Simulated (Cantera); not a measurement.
Thermodynamics of silicates and aluminates, feed SiO2 + MgO + H2O

Charge: 1 mol SiO2, a varied amount of MgO, 2.2 mol H2O, held at 1323.15 K and 84.0 Pa.

Equilibrium computed with Cantera from the NASA thermochemical tables; the gas is ideal and each condensed phase is pure. Candidate condensed phases: H2O, Mg, MgO, Mg(OH)2, MgSiO3, Mg2SiO4, Si, SiO2; 24 gas species. Mutual solubility and eutectic melting of coexisting phases are not modelled. The tables hold silica as quartz up to 1696 K and as liquid above; real silica turns to tridymite and cristobalite and melts near 1996 K. Condensed phases not in the tables: alloys, solid solutions and most ternary compounds. Kinetics and transport are ignored.

```json
[
 {"n(MgO) (mol)": "0.26", "log p H2O": "-3.08", "log p H2": "-6.53", "log p O2": "-6.86", "log p OH": "-7.45", "log p H": "-9.06", "log p O": "-10.00", "n MgSiO3(s)": "0.260", "n SiO2(β-quartz)": "0.740", "n Mg2SiO4(s)": "0"},
 {"n(MgO) (mol)": "0.29", "log p H2O": "-3.08", "log p H2": "-6.53", "log p O2": "-6.86", "log p OH": "-7.45", "log p H": "-9.06", "log p O": "-10.00", "n MgSiO3(s)": "0.290", "n SiO2(β-quartz)": "0.710", "n Mg2SiO4(s)": "0"},
 {"n(MgO) (mol)": "0.34", "log p H2O": "-3.08", "log p H2": "-6.53", "log p O2": "-6.86", "log p OH": "-7.45", "log p H": "-9.06", "log p O": "-10.00", "n MgSiO3(s)": "0.340", "n SiO2(β-quartz)": "0.660", "n Mg2SiO4(s)": "0"},
 {"n(MgO) (mol)": "0.38", "log p H2O": "-3.08", "log p H2": "-6.53", "log p O2": "-6.86", "log p OH": "-7.45", "log p H": "-9.06", "log p O": "-10.00", "n MgSiO3(s)": "0.380", "n SiO2(β-quartz)": "0.620", "n Mg2SiO4(s)": "0"},
 {"n(MgO) (mol)": "0.43", "log p H2O": "-3.08", "log p H2": "-6.53", "log p O2": "-6.86", "log p OH": "-7.45", "log p H": "-9.06", "log p O": "-10.00", "n MgSiO3(s)": "0.430", "n SiO2(β-quartz)": "0.570", "n Mg2SiO4(s)": "0"},
 {"n(MgO) (mol)": "0.49", "log p H2O": "-3.08", "log p H2": "-6.53", "log p O2": "-6.86", "log p OH": "-7.45", "log p H": "-9.06", "log p O": "-10.00", "n MgSiO3(s)": "0.490", "n SiO2(β-quartz)": "0.510", "n Mg2SiO4(s)": "0"},
 {"n(MgO) (mol)": "0.56", "log p H2O": "-3.08", "log p H2": "-6.53", "log p O2": "-6.86", "log p OH": "-7.45", "log p H": "-9.06", "log p O": "-10.00", "n MgSiO3(s)": "0.560", "n SiO2(β-quartz)": "0.440", "n Mg2SiO4(s)": "0"},
 {"n(MgO) (mol)": "0.64", "log p H2O": "-3.08", "log p H2": "-6.53", "log p O2": "-6.86", "log p OH": "-7.45", "log p H": "-9.06", "log p O": "-10.00", "n MgSiO3(s)": "0.640", "n SiO2(β-quartz)": "0.360", "n Mg2SiO4(s)": "0"},
 {"n(MgO) (mol)": "0.72", "log p H2O": "-3.08", "log p H2": "-6.53", "log p O2": "-6.86", "log p OH": "-7.45", "log p H": "-9.06", "log p O": "-10.00", "n MgSiO3(s)": "0.720", "n SiO2(β-quartz)": "0.280", "n Mg2SiO4(s)": "0"},
 {"n(MgO) (mol)": "0.82", "log p H2O": "-3.08", "log p H2": "-6.53", "log p O2": "-6.86", "log p OH": "-7.45", "log p H": "-9.06", "log p O": "-10.00", "n MgSiO3(s)": "0.820", "n SiO2(β-quartz)": "0.180", "n Mg2SiO4(s)": "0"},
 {"n(MgO) (mol)": "0.93", "log p H2O": "-3.08", "log p H2": "-6.53", "log p O2": "-6.86", "log p OH": "-7.45", "log p H": "-9.06", "log p O": "-10.00", "n MgSiO3(s)": "0.930", "n SiO2(β-quartz)": "0.0700", "n Mg2SiO4(s)": "0"},
 {"n(MgO) (mol)": "1.1", "log p H2O": "-3.08", "log p H2": "-6.53", "log p O2": "-6.86", "log p OH": "-7.45", "log p H": "-9.06", "log p O": "-10.00", "n MgSiO3(s)": "0.900", "n SiO2(β-quartz)": "0", "n Mg2SiO4(s)": "0.100"}
]
```
log p: log10 of the partial pressure in bar; n: condensed amount in mol.

From 0.26 mol MgO to 0.93 mol MgO the condensed part is MgSiO3(s) + SiO2(β-quartz). At 1.1 mol MgO the condensed part is MgSiO3(s) + Mg2SiO4(s).
